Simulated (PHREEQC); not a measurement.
PHREEQC input (ion-association model, wateq4f.dat):

```
SOLUTION_MASTER_SPECIES
  An  An-  0  An  62.0  # stands for a non-complexing anion
SOLUTION_SPECIES
  An- = An-
    -log_k 0
    -gamma 3.0 0
PHASES
  Fix_H+
    H+ = H+
    -log_k 0
SOLUTION 1
  temp 25
  units mmol/kgw
  pH 7 charge
  Cl 0.0102
  Zn 0.0051
  F 0.00032
  Na 10.0032
  As(3) 0.0029
  An 10
END
SELECTED_OUTPUT 1
  -reset false
  -pH true
  -pe true
  -ionic_strength true
  -water true
  -totals As Cl F Na Zn As(3) As(5)
  -molalities Hfo_wOH Hfo_wOH2+ Hfo_wO- Hfo_sOH Hfo_sOH2+ Hfo_sO- Hfo_wH2AsO3 Hfo_wF Hfo_wOHF- Hfo_sOZn+
    Hfo_wOZn+
  -saturation_indices Zn(OH)2-e Zn5(OH)8Cl2 Arsenolite Halite ZnF2
USER_PUNCH 1
  -headings sigma psi
  10 PUNCH EDL("sigma", "Hfo"), EDL("psi", "Hfo")
PRINT
  -reset false
USE solution 1
SURFACE 1
  Hfo_wOH 9.21348e-05 600 0.041
  Hfo_sOH 2.30337e-06
EQUILIBRIUM_PHASES 1
  Fix_H+ -4 HAn 10
    -force_equality true
END
# ... the last block is repeated for the other 12 points of pH, with NaOH or the acid as the point needs
```

Selected output (columns that matter, 13 of 13 rows; pH added in front):

```
pH	mu	As	F	Na	Zn	m_Hfo_wOH	m_Hfo_wOH2+	si_Zn(OH)2-e	si_Zn5(OH)8Cl2	si_Arsenolite	si_Halite	si_ZnF2	sigma	psi
4	0.010155	2.8682e-07	8.3476e-08	0.010003	5.0998e-06	3.5352e-05	5.3397e-05	-8.9643	-43.896	-11.702	-8.6638	-18.306	0.21223	0.18403
4.67	0.01006	2.0558e-07	1.2848e-07	0.010003	5.0963e-06	5.0857e-05	3.6781e-05	-7.6239	-38.533	-11.992	-8.6634	-17.846	0.14101	0.16331
5.33	0.010035	1.739e-07	1.9948e-07	0.010003	5.0486e-06	6.0837e-05	2.5066e-05	-6.3079	-33.273	-12.137	-8.6633	-17.449	0.087029	0.13873
6	0.010024	1.6102e-07	2.6623e-07	0.010003	4.5376e-06	6.6051e-05	1.7576e-05	-5.0144	-28.146	-12.204	-8.6633	-17.241	0.049588	0.11032
6.67	0.010016	1.5713e-07	3.0191e-07	0.010003	3.0386e-06	6.7979e-05	1.2863e-05	-3.8499	-23.663	-12.228	-8.6632	-17.306	0.026304	0.079449
7.33	0.01001	1.6071e-07	3.1482e-07	0.010005	1.1405e-06	6.7248e-05	9.784e-06	-2.9629	-20.548	-12.22	-8.6631	-17.702	0.01235	0.047157
8	0.010011	1.7252e-07	3.1871e-07	0.010011	1.1209e-07	6.6167e-05	8.1009e-06	-2.6882	-20.515	-12.21	-8.6629	-18.757	0.0027561	0.011956
8.67	0.010016	2.1688e-07	3.1969e-07	0.010017	1.6601e-08	6.5663e-05	7.18e-06	-2.6214	-21.521	-12.217	-8.6626	-20.027	-0.0058833	-0.024775
9.33	0.010037	4.0047e-07	3.1992e-07	0.010039	1.1917e-08	6.496e-05	6.182e-06	-2.5557	-22.512	-12.27	-8.6618	-21.281	-0.017164	-0.060249
10	0.010127	1.0198e-06	3.1998e-07	0.010132	1.4754e-08	6.3482e-05	4.8386e-06	-2.4497	-23.323	-12.497	-8.6581	-22.515	-0.035964	-0.094181
10.67	0.010542	2.0627e-06	3.1999e-07	0.010551	2.4836e-08	5.9722e-05	3.2004e-06	-2.2715	-23.773	-13.146	-8.6421	-23.679	-0.067757	-0.12476
11.33	0.012431	2.6957e-06	3.2e-07	0.012447	7.6789e-08	5.0365e-05	1.5617e-06	-1.9677	-23.581	-14.224	-8.5772	-24.703	-0.12024	-0.14975
12	0.021638	2.8725e-06	3.2e-07	0.021665	7.6929e-07	3.0676e-05	3.6574e-07	-1.4564	-22.392	-15.536	-8.3627	-25.562	-0.21302	-0.16483
```

Species that the database lacks are ignored.
